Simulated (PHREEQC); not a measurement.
PHREEQC input (ion-association model, wateq4f.dat):

```
SOLUTION 1
  temp 45
  units mol/kgw
  pH 7 charge
  F 0.038
  K 0.011
  S(6) 0.094
SOLUTION 2
  temp 45
  units mol/kgw
  pH 7 charge
  F 0.1018
  Cs 0.0018
  S(6) 0.018
END
SELECTED_OUTPUT 1
  -reset false
  -pH true
  -pe true
  -ionic_strength true
  -water true
  -totals Cs F K S S(-2) S(6)
  -molalities H+ Cs+ F- K+ SO4-2 KSO4- HSO4- H2S HS- S-2
    O2 OH- HF HF2- H2F2
PRINT
  -reset false
MIX 1
  1 1
  2 0
EQUILIBRIUM_PHASES 1
  O2(g) -0.68 10
END
# ... the last block is repeated for the other 20 points of share of solution B
```

Selected output (columns that matter, 21 of 21 rows; share of solution B added in front):

```
share of solution B	pH	mu	Cs	F	K	S	m_H+	m_Cs+	m_K+	m_SO4-2	m_KSO4-	m_HSO4-	m_OH-	m_HF
0	1.0986	0.12311	0	0.038	0.011	0.094	0.09819	0	0.010523	0.014393	0.00047706	0.07913	6.6531e-13	0.0346
0.05	1.114	0.1188	9e-05	0.04119	0.01045	0.0902	0.094592	9e-05	0.0099992	0.014122	0.00045076	0.075627	6.8679e-13	0.037261
0.1	1.1301	0.11449	0.00018	0.04438	0.0099	0.0864	0.090988	0.00018	0.0094755	0.013843	0.00042452	0.072132	7.0989e-13	0.03989
0.15	1.1468	0.11016	0.00027	0.04757	0.00935	0.0826	0.08738	0.00027	0.0089516	0.013556	0.00039838	0.068645	7.3481e-13	0.042488
0.2	1.1643	0.10581	0.00036	0.05076	0.0088	0.0788	0.083766	0.00036	0.0084277	0.01326	0.00037233	0.065167	7.6179e-13	0.045054
0.25	1.1825	0.10146	0.00045	0.05395	0.00825	0.075	0.080147	0.00045	0.0079036	0.012955	0.0003464	0.061699	7.9109e-13	0.047591
0.3	1.2016	0.097079	0.00054	0.05714	0.0077	0.0712	0.076521	0.00054	0.0073794	0.012638	0.00032059	0.058241	8.2304e-13	0.050098
0.35	1.2217	0.092685	0.00063	0.06033	0.00715	0.0674	0.072889	0.00063	0.0068551	0.01231	0.00029494	0.054795	8.5803e-13	0.052576
0.4	1.2429	0.088271	0.00072	0.06352	0.0066	0.0636	0.069251	0.00072	0.0063305	0.01197	0.00026946	0.051361	8.9653e-13	0.055025
0.45	1.2652	0.083836	0.00081	0.06671	0.00605	0.0598	0.065605	0.00081	0.0058058	0.011615	0.00024418	0.047941	9.3914e-13	0.057445
0.5	1.2889	0.079378	0.0009	0.0699	0.0055	0.056	0.061952	0.0009	0.0052809	0.011245	0.00021914	0.044536	9.8655e-13	0.059835
0.55	1.3141	0.074894	0.00099	0.07309	0.00495	0.0522	0.058291	0.00099	0.0047556	0.010857	0.00019438	0.041148	1.0397e-12	0.062195
0.6	1.341	0.070381	0.00108	0.07628	0.0044	0.0484	0.054621	0.00108	0.0042301	0.01045	0.00016995	0.03778	1.0996e-12	0.064524
0.65	1.3698	0.065838	0.00117	0.07947	0.00385	0.0446	0.050943	0.00117	0.0037041	0.01002	0.00014591	0.034434	1.1678e-12	0.066821
0.7	1.4009	0.061259	0.00126	0.08266	0.0033	0.0408	0.047256	0.00126	0.0031777	0.0095652	0.00012235	0.031112	1.2462e-12	0.069085
0.75	1.4345	0.056641	0.00135	0.08585	0.00275	0.037	0.04356	0.00135	0.0026506	0.0090801	9.9358e-05	0.02782	1.3374e-12	0.071311
0.8	1.4713	0.051978	0.00144	0.08904	0.0022	0.0332	0.039856	0.00144	0.0021229	0.0085601	7.7081e-05	0.024563	1.4447e-12	0.073497
0.85	1.5117	0.047265	0.00153	0.09223	0.00165	0.0294	0.036142	0.00153	0.0015943	0.0079981	5.5698e-05	0.021346	1.573e-12	0.075635
0.9	1.5567	0.042492	0.00162	0.09542	0.0011	0.0256	0.032423	0.00162	0.0010645	0.0073852	3.5456e-05	0.018179	1.7292e-12	0.077719
0.95	1.6071	0.037652	0.00171	0.09861	0.00055	0.0218	0.0287	0.00171	0.00053329	0.006709	1.6714e-05	0.015074	1.9237e-12	0.079734
1	1.6646	0.032732	0.0018	0.1018	0	0.018	0.02498	0.0018	0	0.0059518	0	0.012048	2.1723e-12	0.081662
```

wateq4f.dat counts part of the HF as a dimer, H2F2, which phreeqc.dat doesn't know; its constant is uncertain. At this temperature some constants are extrapolated from 25 °C, and those without enthalpy data are left unchanged.
